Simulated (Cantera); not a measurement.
Feed: 1 mol B, 0.063 mol H₂O, 30 mol N₂, equilibrated at 0.0133 bar.

Equilibrium computed with Cantera from the NASA thermochemical tables; the gas is ideal and each condensed phase is pure. Candidate condensed phases: B, BN, B₂O₃, B₃O₃H₃, H₂O; 39 gas species. Kinetics and transport are ignored.

Q: At 1725 °C, list the 6 most abundant gas species with their mole fractions, and the condensed phases.

A: N₂ 0.996, H₂ 0.00169, BO 0.00150, H 0.000570, HBO 0.000306, B₂O₂ 0.000151. Condensed: BN(s).
